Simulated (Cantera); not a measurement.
## CaS + H₂S + O₂ (roasting and sulfation)

Input: 1 mol CaS, 0.25 mol H₂S, a varied amount of O₂, equilibrated at 1500 K and 0.0133 bar.

Equilibrium computed with Cantera from the NASA thermochemical tables; the gas is ideal and each condensed phase is pure. Candidate condensed phases: Ca, CaO, Ca(OH)₂, CaS, CaSO₄, H₂O, H₂SO₄, S; 25 gas species. Mutual solubility and eutectic melting of coexisting phases are not modelled. Kinetics and transport are ignored.

```
n(O₂) (mol)  x SO₂  x H₂O    x S₂    x H₂    x H₂S     x SO      x SH    x S₂O  n CaS(s)  n CaO(s)
-----------  -----  -----  ------  ------  -------  -------  --------  -------  --------  --------
0.18         0.189  0.487   0.193   0.101   0.0186  0.00729   0.00226  0.00215      1.00         0
0.29         0.381  0.478  0.0698  0.0542  0.00601  0.00803  0.000997  0.00142      1.00         0
0.4          0.480  0.428  0.0410  0.0379  0.00322  0.00789  0.000639  0.00107     0.944    0.0565
0.5          0.530  0.381  0.0438  0.0326  0.00286  0.00842  0.000612  0.00118     0.871     0.129
0.61         0.573  0.339  0.0462  0.0283  0.00255  0.00888  0.000585  0.00128     0.790     0.210
0.72         0.608  0.305  0.0480  0.0250  0.00230  0.00923  0.000561  0.00136     0.710     0.290
0.83         0.636  0.278  0.0495  0.0224  0.00209  0.00952  0.000539  0.00142     0.630     0.370
0.94         0.660  0.255  0.0508  0.0203  0.00192  0.00975  0.000520  0.00148     0.550     0.450
1            0.672  0.244  0.0513  0.0193  0.00183  0.00987  0.000510  0.00150     0.506     0.494
```
x: gas mole fraction; n: condensed amount in mol.

From 0.18 mol O₂ to 0.29 mol O₂ the condensed part is CaS(s). From 0.4 mol O₂ to 1 mol O₂ the condensed part is CaO(s) + CaS(s). The main Ca-bearing gas is Ca(OH)₂ throughout.
